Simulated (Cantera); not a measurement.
Feed: 1 mol C3H6, 0.093 mol CO2, 14 mol N2, held at 37.0 bar.

Equilibrium computed with Cantera from the NASA thermochemical tables; the gas is ideal and each condensed phase is pure. Candidate condensed phases: C, C6H6, C7H8, C8H18, H2O; 136 gas species. The ideal-gas law is rough above about 30 bar. Equilibrium is a limit: real reactors are often held back by kinetics, nucleation or transport. All values below are at 2377 °C.

Base state: N2 0.794, H2 0.150, HCN 0.0348, CO 0.0108, HNC 0.00479, H 0.00298, C2H2 (acetylene) 0.00294, C2N2 0.000144 (mole fractions); condensed: C(graphite).

Problem. What changes in the equilibrium state with this change: C3H6 replaced by C2H6?

Solution. 
```
species            before    after
----------------  -------  -------
N2                  0.794    0.794
H2                  0.150    0.150
HCN                0.0348   0.0348
C4H2              2.39e-5  2.39e-5
CH4               9.92e-5  9.92e-5
CH3CN             1.03e-5  1.03e-5
CO                 0.0108   0.0108
CH3               3.43e-5  3.43e-5
HNC               0.00479  0.00479
H                 0.00298  0.00298
CN                4.89e-5  4.89e-5
C(graphite), mol     2.11     1.11
```

Problem. What changes in the equilibrium state with this change: CO2 from 0.093 to 0.05 mol?

Solution. 
| species | before | after |
|---|---|---|
| N2 | 0.794 | 0.798 |
| H2 | 0.150 | 0.151 |
| HCN | 0.0348 | 0.0349 |
| CO | 0.0108 | 0.00584 |
| CH4 | 9.92e-5 | 0.000100 |
| NH3 | 1.72e-5 | 1.73e-5 |
| CH3CN | 1.03e-5 | 1.04e-5 |
| C(graphite), mol | 2.11 | 2.16 |
